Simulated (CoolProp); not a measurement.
Vapour-liquid equilibrium of ethanol (1) + n-decane (2) at 140.95 °C; x and y are mole fractions of (1).

The numbers come from the multi-fluid Helmholtz-energy mixture model, Schroeder 2014 and Lemmon 2006; pair parameters Bell 2016 in CoolProp.

Question: Give the bubble pressure and the first vapour's composition at x = 0.05, 0.725, 0.875. Is there an azeotrope?

Answer: x = 0.05: 1.868 bar, y = 0.780; x = 0.725: 6.385 bar, y = 0.948; x = 0.875: 7.038 bar, y = 0.970. No azeotrope shows between x = 0.05 and 0.95.

The pair parameters rest on a limited set of measurements; away from them the model extrapolates. With so large a gap from Raoult's law the liquid may split in two, which this calculation doesn't test in full.
